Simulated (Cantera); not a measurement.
A closed system holds: 1 mol CuO, 0.64 mol C, 4.9 mol N2, equilibrated at 6.70 bar.

Method: chemical equilibrium by Gibbs-energy minimisation in Cantera with the NASA 1993 tables (ideal gas, pure condensed phases). Candidate condensed phases: C, Cu, CuO, Cu2O; 27 gas species. Kinetics and transport are ignored.

At 1550 K, list the 3 most abundant gas species with their mole fractions, and the condensed phases.

N2 0.884, CO2 0.0650, CO 0.0505. Condensed: Cu(l).
